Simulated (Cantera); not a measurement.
## Ignition delay

Mixture: CH4 : CO : O2 : N2 : CO2 = 1 : 0.046 : 2.02 : 7.61 : 1.5 (molar parts), at 21800 Torr, adiabatic and at constant pressure. Ignition delay is the time to a rise of 400 K.

Computed with Cantera and GRI-Mech 3.0 (53 species, 325 reactions). The pressure lies above the range GRI-Mech 3.0 was tuned for (to about 10 atm).

```csv
T0 (K),delay (ms)
1275,0.768
1350,0.353
1425,0.173
1500,0.0883
1575,0.0468
1650,0.0256
1725,0.0144
1800,0.00845
1875,0.00513
```

apparent activation energy between 1725 and 1875 K: 190 kJ/mol
